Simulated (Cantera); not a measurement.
What does this Cantera script print?

```python
import numpy as np
import cantera as ct

gas_names = """
    C CH CH2 CH3 CH2OH CH3O CH4 CH3OH CO CO2 COOH C2 C2H CHCO,ketyl C2H2,acetylene C2H2,vinylidene
    CH2CO,ketene C2H3,vinyl CH3CO,acetyl C2H4 C2H4O,ethylen CH3CHO,ethanal CH3COOH (HCOOH)2 C2H5 C2H6
    CH3OCH3 C2H5OH C2O C3 C3H3,propargyl C3H4,allene C3H4,propyne C3H4,cyclo- C3H5,allyl C3H6,propylene
    C3H6,cyclo- C3H6O C3H7,n-propyl C3H7,i-propyl C3H8 C3H8O,1propanol C3H8O,2propanol C3O2 C4 C4H2
    C4H4,1,3-cyclo- C4H6,butadiene C4H6,2-butyne C4H6,cyclo- C4H8,1-butene C4H8,cis2-buten
    C4H8,tr2-butene C4H8,isobutene C4H8,cyclo- (CH3COOH)2 C4H9,n-butyl C4H9,i-butyl C4H9,s-butyl
    C4H9,t-butyl C4H10,isobutane C4H10,n-butane C5 C5H6,1,3cyclo- C5H8,cyclo- C5H10,1-pentene
    C5H10,cyclo- C5H11,pentyl C5H11,t-pentyl C5H12,n-pentane C5H12,i-pentane CH3C(CH3)2CH3 C6H2
    C6H5,phenyl C6H5O,phenoxy C6H6 C6H5OH,phenol C6H10,cyclo- C6H12,1-hexene C6H12,cyclo- C6H13,n-hexyl
    C7H7,benzyl C7H8 C7H8O,cresol C7H14,1-heptene C7H15,n-heptyl C7H16,n-heptane C8H8,styrene
    C8H10,ethylbenz C8H16,1-octene C8H17,n-octyl C8H18,isooctane C8H18,n-octane C9H19,n-nonyl
    C10H8,naphthale C10H21,n-decyl C12H9,o-bipheny C12H10,bipheny H HCO HO2 H2 HCHO,formaldehy HCOOH H2O
    H2O2 O OH O2 O3
""".split()
cond_names = """
    C(gr) C6H6(L) C7H8(L) C8H18(L),n-octa H2O(s) H2O(L)
""".split()


def load(file, names, dense=False):
    # The tables refer to 1 bar. Condensed volumes are neglected.
    table = {s.name: s for s in ct.Species.list_from_file(file)}
    out = []
    for n in names:
        d = dict(table[n].input_data)
        d["thermo"] = dict(d["thermo"], **{"reference-pressure": 1e5})
        if dense:
            d["equation-of-state"] = {"model": "constant-volume", "density": "1e6 g/cm^3"}
        out.append(ct.Species.from_dict(d))
    return out


gas = ct.Solution(thermo="ideal-gas", species=load("nasa_gas.yaml", gas_names))
cond = {s.name: ct.Solution(thermo="fixed-stoichiometry", species=[s], name=s.name)
        for s in load("nasa_condensed.yaml", cond_names, dense=True)}
atoms = {
    'C2H6': {'C': 2, 'H': 6},
    'H2O': {'H': 2, 'O': 1},
    'CO2': {'C': 1, 'O': 2},
}
top_T = {'C(gr)': 4500}  # K; cautious upper limits of use, not melting points


def equilibrate(T, P, feed):
    n = {}
    for name, mol in feed.items():
        for a, k in atoms[name].items():
            n[a] = n.get(a, 0.0) + k * mol
    gas.TPX = T, P, n
    mass = sum(n.values()) * gas.mean_molecular_weight
    gas.equilibrate("TP")
    valid = [c for c in cond.values() if c.min_temp <= T <= top_T.get(c.name, c.max_temp)]
    mix = ct.Mixture([(gas, mass / gas.mean_molecular_weight)] + [(c, 0.0) for c in valid])
    mix.T, mix.P = T, P
    mix.equilibrate("TP", solver="vcs", rtol=1e-11, max_steps=5000)
    return mix


results = []
T = 1273.15  # K
P = 101325  # Pa
for m in [0.35, 0.5, 0.65, 0.8, 0.95, 1.1, 1.2, 1.4, 1.6, 1.7, 1.9, 2]:
    feed = {'C2H6': 1, 'H2O': 0.057, 'CO2': m}  # mol
    mix = equilibrate(T, P, feed)
    results.append((T, P, feed, dict(zip(mix.species_names, mix.species_moles))))

top = {s: max(r[3][s] / sum(r[3][g] for g in gas_names) for r in results) for s in gas_names}
cols = sorted((s for s in top if top[s] > 0.001), key=lambda s: -top[s])[:6]
seen = [c for c in cond_names if any(r[3].get(c, 0) > 1e-12 for r in results)]
print("log10 of partial pressures in bar; condensed amounts in mol")
print(f"{'n(CO2)':>10s}" + "".join(f"{s[:9]:>10s}" for s in cols + seen))
for T, P, feed, n in results:
    ng = sum(n[g] for g in gas_names)
    print(f"{feed['CO2']:10.4g}" + "".join(f"{np.log10(max(n[s] / ng * P / 1e5, 1e-99)):10.3f}" for s in cols)
          + "".join(f"{n.get(c, 0):10.4g}" for c in seen))
```

It prints:

```
log10 of partial pressures in bar; condensed amounts in mol
    n(CO2)        H2        CO       CH4       H2O       CO2     C(gr)
      0.35    -0.094    -0.698    -2.216    -2.718    -3.541     1.579
       0.5    -0.127    -0.586    -2.282    -2.639    -3.317     1.433
      0.65    -0.158    -0.509    -2.343    -2.592    -3.162     1.287
       0.8    -0.186    -0.451    -2.400    -2.562    -3.046     1.141
      0.95    -0.213    -0.405    -2.453    -2.543    -2.955    0.9952
       1.1    -0.238    -0.369    -2.504    -2.532    -2.882    0.8488
       1.2    -0.254    -0.348    -2.536    -2.527    -2.840    0.7511
       1.4    -0.284    -0.313    -2.597    -2.523    -2.770    0.5556
       1.6    -0.313    -0.284    -2.653    -2.523    -2.713    0.3598
       1.7    -0.326    -0.272    -2.680    -2.524    -2.688    0.2619
       1.9    -0.352    -0.250    -2.732    -2.528    -2.645   0.06586
         2    -0.364    -0.244    -2.998    -2.290    -2.389         0
```

Cantera equilibrium calculation (NASA polynomials, part measured and part estimated; ideal gas, pure solids and liquids).
